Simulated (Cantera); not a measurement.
A perfectly stirred reactor is fed with CH4 : O2 : N2 = 0.0038 : 0.0034 : 1 (molar parts), at 1.01 bar; it is held at 900 K, and followed from long to short residence time.

Computed with Cantera and GRI-Mech 3.0 (53 species, 325 reactions).

Q: What does this change do: temperature 900 to 1450 K?

A: 
| quantity | before | after |
|---|---|---|
| x(CH4) at τ = 4.40 s | 0.00377 | 0.000699 |
| x(O2) at τ = 4.40 s | 0.00338 | 0.000110 |
| x(NO) at τ = 4.40 s | <1e-12 | 2.38e-8 |
| x(CH2O) at τ = 4.40 s | 9.71e-9 | 3.34e-7 |
| x(HCO) at τ = 4.40 s | <1e-12 | 3.53e-11 |
| x(CH4) at τ = 43.0 ms | 0.00377 | 0.00231 |
| x(O2) at τ = 43.0 ms | 0.00338 | 0.00241 |
| x(NO) at τ = 43.0 ms | <1e-12 | 3.50e-9 |
| x(CH2O) at τ = 43.0 ms | <1e-12 | 1.39e-5 |
| x(HCO) at τ = 43.0 ms | <1e-12 | 2.13e-9 |
